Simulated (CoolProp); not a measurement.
Values from CoolProp's reference Helmholtz-energy equation of state, Lemmon 2006. It is a short technical equation, of lower accuracy than the large ones.

Give the vapour pressure (MPa), vapour density (kg/m³), surface tension (mN/m) of saturated nitrous oxide at -81.65, -77.35, -35.15 °C.


| T (°C) | p (MPa) | vapour density (kg/m³) | surface tension (mN/m) |
|---|---|---|---|
| -81.65 | 0.150 | 4.29 | 22.2 |
| -77.35 | 0.189 | 5.32 | 21.2 |
| -35.15 | 1.11 | 28.7 | 12.1 |

Surface tension comes from a separate correlation (Mulero 2012).
